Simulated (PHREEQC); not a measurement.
Ca(OH)2 is added in steps, without added water, to 1 kg of water holding 7.9 mmol/kgw H2SO4, 8.1 mmol/kgw CaCl2 and 1.7 mmol/kgw CuCl2, at 25 °C. Oxygen alone is held at its pressure in air (log pO2 = -0.68). No CO2 enters from the air. The run lets Gypsum, Portlandite, Cu(OH)2, Brochantite, Antlerite, Atacamite, Chalcanthite precipitate or redissolve, and no other solid.

Base run: PHREEQC, ion-association model, wateq4f.dat. Each further column changes one thing. The table gives pH.

| Ca(OH)2 added (mol) | base | CaCl2 replaced by BaCl2 at the same molality | H2SO4 replaced by KHSO4 at the same molality | H2SO4 left out | no solid may form |
|---|---|---|---|---|---|
| 0 | 1.94 | 1.85 | 2.26 | 5.07 | 1.94 |
| 0.0015 | 2.04 | 1.95 | … | 8.15 | 2.04 |
| 0.003 | 2.16 | 2.06 | 2.89 | 11.30 | 2.16 |
| 0.0045 | 2.32 | 2.22 | 5.28 | 11.63 | 2.32 |
| 0.006 | 2.58 | 2.48 | 10.72 | … | 2.58 |
| 0.0075 | 3.26 | 3.15 | … | … | 3.26 |
| 0.009 | 5.70 | 5.65 | 11.69 | 12.03 | 7.29 |
| 0.0105 | 11.12 | 11.14 | 11.85 | 12.10 | 11.11 |
| 0.012 | 11.54 | 11.56 | 11.96 | 12.17 | 11.53 |

Problem. Fill in the missing entries.

Solution. 
- 0.0015, H2SO4 replaced by KHSO4 at the same molality: 2.47
- 0.006, H2SO4 left out: 11.81
- 0.0075, H2SO4 replaced by KHSO4 at the same molality: 11.44
- 0.0075, H2SO4 left out: 11.93

The database's constant for dissolved Cu(OH)2 is higher than later reviews accept. In at least one series the solution becomes supersaturated in solids that the run did not let form, among them Cu(OH)2, Brochantite, Antlerite, Atacamite. Solids allowed in the column 'CaCl2 replaced by BaCl2 at the same molality': Gypsum, Barite, Portlandite, Cu(OH)2, Brochantite, Antlerite, Atacamite, Chalcanthite. Solids allowed in the column 'H2SO4 left out': Portlandite, Cu(OH)2, Atacamite.
